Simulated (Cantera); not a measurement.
**Thermodynamics of fluorocarbon and chlorocarbon gases, feed c-C₄F₈ + HCl**

A closed system holds: 1 mol c-C₄F₈, 0.013 mol HCl, held at 0.0240 bar.

Equilibrium computed with Cantera from the NASA thermochemical tables; the gas is ideal and each condensed phase is pure. Candidate condensed phases: C, C₆H₆, C₇H₈, C₈H₁₈; 118 gas species. The feed counts by its element totals alone. Gases not in the tables: C₂F₆ and larger saturated fluorocarbons. Kinetics and transport are ignored.

From 1048 K to 1948 K the condensed part is C(graphite). The main C-bearing gas is CF₄ throughout.

```
T (K)  log p CF₄  log p CF₂  log p F  log p HF  log p Cl  n C(graphite)
-----  ---------  ---------  -------  --------  --------  -------------
1048       -1.62      -9.40   -10.86     -3.85     -5.33           2.00
1123       -1.62      -8.46    -9.81     -3.84     -4.92           2.00
1198       -1.62      -7.64    -8.89     -3.83     -4.57           2.00
1273       -1.62      -6.92    -8.08     -3.82     -4.30           2.00
1348       -1.63      -6.28    -7.35     -3.82     -4.10           2.00
1423       -1.63      -5.71    -6.71     -3.82     -3.98           2.00
1498       -1.63      -5.19    -6.13     -3.81     -3.90           2.00
1573       -1.63      -4.73    -5.60     -3.81     -3.86           2.00
1648       -1.63      -4.31    -5.12     -3.81     -3.84           2.00
1723       -1.63      -3.93    -4.68     -3.81     -3.83           2.00
1798       -1.63      -3.58    -4.29     -3.82     -3.83           1.99
1873       -1.64      -3.26    -3.92     -3.82     -3.83           1.98
1948       -1.65      -2.97    -3.58     -3.83     -3.83           1.96
```
log p: log10 of the partial pressure in bar; n: condensed amount in mol.
